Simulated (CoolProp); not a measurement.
Model: reference Helmholtz-energy equation of state, Lemmon 2006, in CoolProp. It is a short technical equation, of lower accuracy than the large ones.

Question: Give the vapour pressure (bar), vapour density (kg/m³), enthalpy of vaporisation (kJ/kg), liquid cp (kJ/(kg K)) of saturated C3F8 (R218) at 275.1, 287.5 K.

Answer: 
| T (K) | p (bar) | vapour density (kg/m³) | enthalpy of vaporisation (kJ/kg) | liquid cp (kJ/(kg K)) |
|---|---|---|---|---|
| 275.1 | 4.41 | 42.4 | 88.9 | 1.08 |
| 287.5 | 6.44 | 62.4 | 82.4 | 1.13 |
